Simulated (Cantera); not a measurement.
A closed system holds: 1 mol Si, 3 mol Cl₂, 1.8 mol H₂, 0.97 mol HCl, equilibrated at 10000 Pa.

These are equilibrium values from Cantera (NASA tables, ideal gas, pure condensed phases), not measurements of a reactor. Candidate condensed phases: Si; 19 gas species. The tables' values for SiCl₃ are old estimates; treat these amounts as uncertain. Equilibrium is a limit: real reactors are often held back by kinetics, nucleation or transport. All values below are at 1350 K.

Base state: HCl 0.636, SiCl₄ 0.192, H₂ 0.156, SiCl₃ 0.0103, SiCl₂ 0.00277, SiHCl₃ 0.00269, Cl 1.01e-5 (mole fractions); condensed: gas only.

Question: What changes in the equilibrium state with this change: Si replaced by SiCl₄?

Answer: 
```tsv
species	before	after
HCl	0.636	0.667
Cl₂	2.82e-8	0.163
SiCl₄	0.192	0.146
H₂	0.156	2.96e-8
SiCl₃	0.0103	3.26e-6
Cl	1.01e-5	0.0243
SiCl₂	0.00277	<1e-9
SiHCl₃	0.00269	<1e-9
```
